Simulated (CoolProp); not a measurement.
Vapour-liquid equilibrium of isohexane (1) + n-hexane (2) at 156.65 °C; x and y are mole fractions of (1).

The numbers come from the multi-fluid Helmholtz-energy mixture model, Lemmon 2006 and Thol 2019; pair parameters Bell 2016 in CoolProp.

Task: Give the bubble pressure and the first vapour's composition at x = 0.05, 0.35, 0.8. Is there an azeotrope?

Result: x = 0.05: 0.8649 MPa, y = 0.057; x = 0.35: 0.9177 MPa, y = 0.382; x = 0.8: 0.9918 MPa, y = 0.818. No azeotrope shows between x = 0.05 and 0.95.

The pair parameters rest on a limited set of measurements; away from them the model extrapolates.
